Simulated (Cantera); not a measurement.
Input: 1 mol Si, 2.5 mol HCl, 1.9 mol H2, at 425 °C.

Cantera equilibrium calculation (NASA polynomials, part measured and part estimated; ideal gas, pure solids and liquids). Candidate condensed phases: Si; 19 gas species. The numbers say what is thermodynamically allowed, not how fast it happens.

### Question
What share of the Si ends up in condensed phases as a function of P (Pa), at 1, 4.20, 18, 75, 320, 1300, 5600, 24000, 100000?

### Answer
```json
[
 {"P (Pa)": "1", "Si condensed (%)": "37.5", "as": "Si(s)"},
 {"P (Pa)": "4.20", "Si condensed (%)": "37.2", "as": "Si(s)"},
 {"P (Pa)": "18", "Si condensed (%)": "36.8", "as": "Si(s)"},
 {"P (Pa)": "75", "Si condensed (%)": "36.4", "as": "Si(s)"},
 {"P (Pa)": "320", "Si condensed (%)": "35.8", "as": "Si(s)"},
 {"P (Pa)": "1300", "Si condensed (%)": "35.0", "as": "Si(s)"},
 {"P (Pa)": "5600", "Si condensed (%)": "33.9", "as": "Si(s)"},
 {"P (Pa)": "24000", "Si condensed (%)": "32.6", "as": "Si(s)"},
 {"P (Pa)": "100000", "Si condensed (%)": "30.8", "as": "Si(s)"}
]
```
